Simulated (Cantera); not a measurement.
A closed system holds: 1 mol CH2F2, 0.0068 mol CH4, 0.42 mol H2, held at 1525 °C and 10.0 Torr.

Equilibrium computed with Cantera from the NASA thermochemical tables; the gas is ideal and each condensed phase is pure. Candidate condensed phases: C, C6H6, C7H8, C8H18; 95 gas species. The numbers say what is thermodynamically allowed, not how fast it happens.

Base state: HF 0.821, H2 0.177, H 0.00129, C2H2 (acetylene) 3.06e-5 (mole fractions); condensed: C(graphite).

**Question.** What changes in the equilibrium state with this change: temperature from 1525 °C to 852 °C?

**Answer.** 
| species | before | after |
|---|---|---|
| HF | 0.821 | 0.822 |
| H2 | 0.177 | 0.178 |
| CH4 | 3.25e-7 | 1.22e-5 |
| H | 0.00129 | 1.62e-7 |
| C2H2 (acetylene) | 3.06e-5 | 4.09e-9 |
| C(graphite), mol | 1.01 | 1.01 |
